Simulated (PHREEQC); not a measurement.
0.29 g of hydrous ferric oxide (600 m²/g; 0.2 weak and 0.005 strong sites per Fe, Dzombak-Morel constants, diffuse double layer) in 1 kg of water with 0.005 mol/kgw of an inert sodium salt and 0.037 mmol/kgw CuSO4, at 25 °C; the pH is set by adding NaOH or the inert anion's acid. Oxygen alone is held at its pressure in air (log pO2 = -0.68). CO2 from the air is kept out. Nothing may precipitate in this run.

All values are PHREEQC results (ion-association model, wateq4f.dat), not measurements.

| pH | S sorbed (%) | Cu sorbed (%) | surface charge σ (C/m²) | surface potential ψ (mV) |
|---|---|---|---|---|
| 3 | 100.0 | 0.0 | 0.272 | 209 |
| 3.5 | 100.0 | 0.4 | 0.219 | 201 |
| 4 | 100.0 | 3.0 | 0.164 | 187 |
| 4.5 | 99.9 | 16.2 | 0.116 | 170 |
| 5.5 | 98.3 | 81.4 | [?] | 131 |
| 6 | 91.4 | 96.8 | 0.034 | [?] |
| 6.5 | 65.6 | 99.5 | 0.022 | 86 |
| 7 | [?] | 99.9 | 0.013 | 65 |
| 7.5 | 4.8 | 99.9 | 0.007 | 40 |
| 8 | 0.6 | 99.9 | 0.002 | 12 |
| 8.5 | 0.1 | 99.9 | -0.003 | -16 |
| 9.5 | 0.0 | 99.9 | -0.016 | -71 |
| 10 | 0.0 | 99.8 | -0.027 | -97 |
| 10.5 | 0.0 | 99.8 | -0.046 | -121 |
| 11 | 0.0 | 99.7 | -0.074 | -143 |

Task: Fill in the missing entries.

Result: 
- 5.5, surface charge σ (C/m²): 0.053
- 6, surface potential ψ (mV): 109
- 7, S sorbed (%): 26.0

Species that the database lacks are ignored. The database's constant for dissolved Cu(OH)2 is higher than later reviews accept. The oxide is taken as insoluble; below pH 4 it would dissolve.
